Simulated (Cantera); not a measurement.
A perfectly stirred reactor is fed with H2 : O2 : N2 = 0.44 : 1 : 1.5 (molar parts), equivalence ratio 0.22, at 0.0263 atm; it is held at 925 K, and followed from long to short residence time.

Model: GRI-Mech 3.0 (53 species, 325 reactions), integrated in Cantera. Radical loss at walls, strong at low pressure, is not modelled. Below about 950 K walls govern HO2 and H2O2 in real vessels. The temperature is held fixed by assumption; the heat of reaction is taken as removed at once.

What does this change do: temperature 925 to 1073 K?


```tsv
quantity	before	after
x(H2) at τ = 12.0 s	0.000440	0.000141
x(O2) at τ = 12.0 s	0.287	0.287
x(H2O2) at τ = 12.0 s	2.63e-7	2.41e-7
x(O) at τ = 12.0 s	7.56e-5	0.000146
x(NO) at τ = 12.0 s	5.11e-9	3.51e-8
x(H2) at τ = 0.120 s	0.00613	0.00249
x(O2) at τ = 0.120 s	0.288	0.285
x(H2O2) at τ = 0.120 s	4.60e-7	4.89e-7
x(O) at τ = 0.120 s	0.00120	0.00287
x(NO) at τ = 0.120 s	6.06e-8	2.99e-7
```

What does this change do: pressure from 0.0263 atm to 0.0326 atm?


```
quantity                  before     after
----------------------  --------  --------
x(H2) at τ = 12.0 s     0.000440  0.000429
x(O2) at τ = 12.0 s        0.287     0.287
x(H2O2) at τ = 12.0 s    2.63e-7   3.06e-7
x(O) at τ = 12.0 s       7.56e-5   5.70e-5
x(NO) at τ = 12.0 s      5.11e-9   4.30e-9
x(H2) at τ = 0.120 s     0.00613   0.00592
x(O2) at τ = 0.120 s       0.288     0.288
x(H2O2) at τ = 0.120 s   4.60e-7   5.71e-7
x(O) at τ = 0.120 s      0.00120  0.000919
x(NO) at τ = 0.120 s     6.06e-8   4.66e-8
```

What does this change do: pressure from 0.0263 atm to 0.0128 atm?


| quantity | before | after |
|---|---|---|
| x(H2) at τ = 12.0 s | 0.000440 | 0.000520 |
| x(O2) at τ = 12.0 s | 0.287 | 0.287 |
| x(H2O2) at τ = 12.0 s | 2.63e-7 | 1.58e-7 |
| x(O) at τ = 12.0 s | 7.56e-5 | 0.000193 |
| x(NO) at τ = 12.0 s | 5.11e-9 | 1.08e-8 |
| x(H2) at τ = 0.120 s | 0.00613 | 0.00746 |
| x(O2) at τ = 0.120 s | 0.288 | 0.287 |
| x(H2O2) at τ = 0.120 s | 4.60e-7 | 1.98e-7 |
| x(O) at τ = 0.120 s | 0.00120 | 0.00296 |
| x(NO) at τ = 0.120 s | 6.06e-8 | 1.40e-7 |
